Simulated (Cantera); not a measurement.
Input: 1 mol Cu₂O, 19 mol H₂, 7.4 mol N₂, held at 1673.15 K and 10.0 mbar.

Method: chemical equilibrium by Gibbs-energy minimisation in Cantera with the NASA 1993 tables (ideal gas, pure condensed phases). Candidate condensed phases: Cu, CuO, Cu(OH)₂, Cu₂O, H₂O; 27 gas species. Equilibrium is a limit: real reactors are often held back by kinetics, nucleation or transport.

Base state: H₂ 0.673, N₂ 0.277, H₂O 0.0374, Cu 0.0111, H 0.000936, Cu₂ 1.18e-5 (mole fractions); condensed: Cu(l).

Q: What changes in the equilibrium state with this change: temperature from 1673.15 K to 698.15 K?

A: 
| species | before | after |
|---|---|---|
| H₂ | 0.673 | 0.682 |
| N₂ | 0.277 | 0.280 |
| H₂O | 0.0374 | 0.0379 |
| Cu | 0.0111 | <1e-9 |
| H | 0.000936 | <1e-9 |
| Cu₂ | 1.18e-5 | <1e-9 |
| NH₃ | 1.13e-7 | 2.86e-5 |
| Cu(l), mol | 1.70 | 0 |
| Cu(s), mol | 0 | 2.00 |

Q: What changes in the equilibrium state with this change: temperature from 1673.15 K to 1023.15 K?

A: 
```
species       before    after
----------  --------  -------
H₂             0.673    0.682
N₂             0.277    0.280
H₂O           0.0374   0.0379
Cu            0.0111  3.87e-9
H           0.000936  3.43e-8
Cu₂          1.18e-5    <1e-9
Cu(l), mol      1.70        0
Cu(s), mol         0     2.00
```
